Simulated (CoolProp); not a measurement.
The fluid at 549.39 K and 0.0586 MPa expands adiabatically to 0.00533 MPa with isentropic efficiency 1. The same conditions are run with several fluids, on thermodynamics alone (safety and materials aside).

Model: reference Helmholtz-energy equation of state of each fluid (dodecamethylcyclohexasiloxane (D6): Colonna 2008; octamethyltrisiloxane (MDM): Thol 2017; cyclopentane: Gedanitz 2015; dry air: Lemmon 2000; ethane: Bücker 2006), in CoolProp. Blends and air are pseudo-pure fits.

### Question
Rank dodecamethylcyclohexasiloxane (D6), octamethyltrisiloxane (MDM), cyclopentane, dry air, ethane by work (kJ/kg), highest first.

### Answer
ethane (322), dry air (275), cyclopentane (146), octamethyltrisiloxane (MDM) (45.0), dodecamethylcyclohexasiloxane (D6) (23.9)

```csv
fluid,final temperature (K),final density (kg/m³)
dodecamethylcyclohexasiloxane (D6),535.6,0.535
octamethyltrisiloxane (MDM),526.5,0.288
cyclopentane,483.2,0.0931
dry air,279.0,0.0666
ethane,422.3,0.0457
```
